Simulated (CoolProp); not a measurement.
Saturation properties of dimethyl carbonate.

Values from CoolProp's reference Helmholtz-energy equation of state, Zhou 2011.

| T (°C) | p (kPa) | liquid density (kg/m³) | vapour density (kg/m³) | enthalpy of vaporisation (kJ/kg) | liquid cp (kJ/(kg K)) |
|---|---|---|---|---|---|
| 65.25 | 42.78 | 1009 | 1.391 | 392.6 | 1.901 |
| 77.05 | 65.61 | 992.5 | 2.073 | 384.6 | 1.927 |
| 88.75 | 97.02 | 975.9 | 2.988 | 376.6 | 1.955 |
| 100.55 | 139.8 | 958.9 | 4.207 | 368.3 | 1.985 |
| 112.25 | 195.6 | 941.7 | 5.770 | 359.8 | 2.017 |
| 124.05 | 268.2 | 923.9 | 7.774 | 350.9 | 2.051 |
| 135.75 | 359.2 | 905.8 | 10.27 | 341.7 | 2.087 |
| 147.55 | 473.4 | 886.9 | 13.38 | 332.0 | 2.125 |
| 159.25 | 612.1 | 867.6 | 17.17 | 321.8 | 2.166 |
| 171.05 | 781.3 | 847.3 | 21.84 | 310.9 | 2.210 |
| 182.75 | 982.0 | 826.4 | 27.48 | 299.4 | 2.260 |
| 194.45 | 1220 | 804.3 | 34.33 | 286.9 | 2.318 |
| 206.25 | 1501 | 780.7 | 42.76 | 273.2 | 2.389 |

It boils at 90.1 °C under 1 atm.
